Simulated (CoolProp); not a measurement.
Ammonia at 293.15 K and 1.55 MPa flows at 5 m/s in a round tube of 2 mm bore and 0.25 µm roughness, fully developed (64/Re and Nu = 3.66 if laminar; Colebrook and Gnielinski if turbulent). Each further row changes one setting.

Values from CoolProp's reference Helmholtz-energy equation of state, Gao 2020.

```json
[
 {"case": "as stated", "Reynolds number": "?", "Darcy friction factor": "?", "pressure drop (Pa/m)": "?", "heat-transfer coefficient (W/(m² K))": "?", "mass flow (kg/h)": "34.6"},
 {"case": "velocity 10 m/s", "Reynolds number": "87900", "Darcy friction factor": "0.0191", "pressure drop (Pa/m)": "292000", "heat-transfer coefficient (W/(m² K))": "?", "mass flow (kg/h)": "69.1"},
 {"case": "diameter 4 mm", "Reynolds number": "87900", "Darcy friction factor": "?", "pressure drop (Pa/m)": "?", "heat-transfer coefficient (W/(m² K))": "?", "mass flow (kg/h)": "138"}
]
```

Task: Complete the blanks.

Result: 
- as stated, Reynolds number: 43900
- as stated, Darcy friction factor: 0.0219
- as stated, pressure drop (Pa/m): 83700
- as stated, heat-transfer coefficient (W/(m² K)): 34200
- velocity 10 m/s, heat-transfer coefficient (W/(m² K)): 60700
- diameter 4 mm, Darcy friction factor: 0.0188
- diameter 4 mm, pressure drop (Pa/m): 35900
- diameter 4 mm, heat-transfer coefficient (W/(m² K)): 29900

Viscosity comes from a separate model (Fenghour 1995). Thermal conductivity comes from a separate model (Tufeu 1984).
